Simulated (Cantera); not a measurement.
N2O furnace oxynitridation

A perfectly stirred reactor is fed with N2O = 1 (molar parts), at 1.00 bar; it is held at 1300 K, and followed from long to short residence time.

Cantera simulation using GRI-Mech 3.0 (53 species, 325 reactions); the numbers are that mechanism's predictions, not measurements. GRI-Mech 3.0 was tuned for natural gas; its chemistry of N2O as a main component is partial and can be far from experiment. The mechanism lacks the step 2 NO + O2 → 2 NO2, which can matter for NO2 below about 1400 K. The temperature is held fixed by assumption; the heat of reaction is taken as removed at once.

```
τ (s)    x N2O      x NO     x NO2      x O      x O2      x N2
-------  -----  --------  --------  -------  --------  --------
1.2      0.180    0.0546  0.000512  3.71e-6     0.246     0.519
0.48     0.332    0.0526  0.000487  4.84e-6     0.196     0.419
0.19     0.537    0.0407  0.000370  5.85e-6     0.134     0.288
0.074    0.738    0.0244  0.000216  6.56e-6    0.0748     0.162
0.029    0.875    0.0120   9.89e-5  6.94e-6    0.0355    0.0772
0.012    0.944   0.00550   3.93e-5  7.11e-6    0.0160    0.0348
0.0046   0.977   0.00221   1.16e-5  7.18e-6   0.00638    0.0139
0.0018   0.991  0.000881   2.77e-6  7.19e-6   0.00253   0.00552
0.00071  0.996  0.000349   5.45e-7  7.18e-6   0.00100   0.00219
0.00028  0.999  0.000137   9.32e-8  7.11e-6  0.000392  0.000860
```
x: mole fraction; the columns are a selection and need not sum to one.
